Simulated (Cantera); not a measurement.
Input: 1 mol Pb, 1.7 mol O2, 2.4 mol H2, equilibrated at 45.0 Pa.

Equilibrium computed with Cantera from the NASA thermochemical tables; the gas is ideal and each condensed phase is pure. Candidate condensed phases: H2O, Pb, PbO, PbO2, Pb3O4; 12 gas species. Kinetics and transport are ignored. All values below are at 1325 K.

Base state: H2O 0.681, PbO 0.214, Pb 0.0700, O2 0.0350, OH 0.000160, H2 2.30e-5 (mole fractions); condensed: gas only.

Question: What changes in the equilibrium state with this change: O2 from 1.7 to 0.96 mol?

Answer: 
```
species    before     after
-------  --------  --------
H2O         0.681     0.565
Pb         0.0700     0.294
H2        2.30e-5     0.141
PbO         0.214  0.000121
O2         0.0350     <1e-9
OH       0.000160   1.69e-6
H         3.70e-7   2.90e-5
```

Question: What changes in the equilibrium state with this change: O2 from 1.7 to 0.044 mol?

Answer: 
| species | before | after |
|---|---|---|
| H2 | 2.30e-5 | 0.680 |
| Pb | 0.0700 | 0.294 |
| H2O | 0.681 | 0.0259 |
| O2 | 0.0350 | <1e-9 |
| PbO | 0.214 | 1.16e-6 |
| OH | 0.000160 | 3.53e-8 |
| H | 3.70e-7 | 6.36e-5 |
